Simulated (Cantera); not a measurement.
Charge: 1 mol SiO₂, 0.3 mol CH₄, 0.67 mol CO, equilibrated at 1.00 Torr.

Cantera equilibrium calculation (NASA polynomials, part measured and part estimated; ideal gas, pure solids and liquids). Candidate condensed phases: C, C₆H₆, C₇H₈, C₈H₁₈, H₂O, Si, SiC, SiO₂; 123 gas species. Mutual solubility and eutectic melting of coexisting phases are not modelled. The tables hold silica as quartz up to 1696 K and as liquid above; real silica turns to tridymite and cristobalite and melts near 1996 K. Rates play no part.

### Question
Which condensed phases are stable at each of these points (T (K)): 1425, 1475, 1525, 1575, 1625, 1675, 1725, 1775?

### Answer
| T (K) | condensed phases | Si condensed (%) |
|---|---|---|
| 1425 | SiC(s) + SiO₂(β-quartz) | 98.0 |
| 1475 | SiC(s) + SiO₂(β-quartz) | 91.5 |
| 1525 | SiO₂(β-quartz) | 70.0 |
| 1575 | SiO₂(β-quartz) | 70.0 |
| 1625 | SiO₂(β-quartz) | 70.0 |
| 1675 | SiO₂(β-quartz) | 69.9 |
| 1725 | SiO₂(condensed) | 69.8 |
| 1775 | SiO₂(condensed) | 69.5 |

From 1425 K to 1475 K the condensed part is SiC(s) + SiO₂(β-quartz). From 1525 K to 1675 K the condensed part is SiO₂(β-quartz). From 1725 K to 1775 K the condensed part is SiO₂(condensed).
